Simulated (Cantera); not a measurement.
Input (Python, Cantera) and output of one run.

```python
import numpy as np
import cantera as ct

gas_names = """
    B BH BH2 BH3 BN BO BO2 B2 B2O B2O2 B2O3 B3O3H3 H HBO HBO2 HNO HNO2 HNO3 HO2 H2 H2O H2O2 H3B3O6 N NH
    NH2 NH3 NH2OH NO NO2 NO3 N2 N2H2 N2H4 N2O O OH O2 O3
""".split()
cond_names = """
    B(b) B(L) BN(s) B2O3(L) B3O3H3(cr) H2O(s) H2O(L)
""".split()


# ... load() reads the species with a 1 bar reference pressure and builds the phases ...
atoms = {
    'B2H6': {'B': 2, 'H': 6},
    'O2': {'O': 2},
    'N2': {'N': 2},
}
top_T = {'BN(s)': 3200}  # K; cautious upper limits of use, not melting points


# ... equilibrate(T, P, feed) seeds the gas with the atoms and calls Mixture.equilibrate('TP', solver="vcs", rtol=1e-11, max_steps=5000) ...
results = []
feed = {'B2H6': 1, 'O2': 3.3, 'N2': 17}  # mol
T = 1075  # K
P = 31000  # Pa
mix = equilibrate(T, P, feed)
results.append((T, P, feed, dict(zip(mix.species_names, mix.species_moles))))
x = sorted(zip(gas.X, gas.species_names), reverse=True)
print(f"T = {T:g} K  P = {P:g} Pa  gas = {mix.phase_moles(0):.4g} mol")
print("   x: " + "  ".join(f"{s} {v:.3e}" for v, s in x if v > 0.001))
print("   condensed (mol): " + ("  ".join(f"{mix.phase(i).name} {mix.phase_moles(i):.4g}"
      for i in range(1, mix.n_phases) if mix.phase_moles(i) > 1e-12) or "none"))
```

It prints:

```
T = 1075 K  P = 31000 Pa  gas = 20.29 mol
   x: N2 8.377e-01  H2O 1.469e-01  O2 1.477e-02
   condensed (mol): B2O3(L) 0.9806
```

These are equilibrium values from Cantera (NASA tables, ideal gas, pure condensed phases), not measurements of a reactor. The feed counts by its element totals alone. Gases not in the tables: H3BO3.
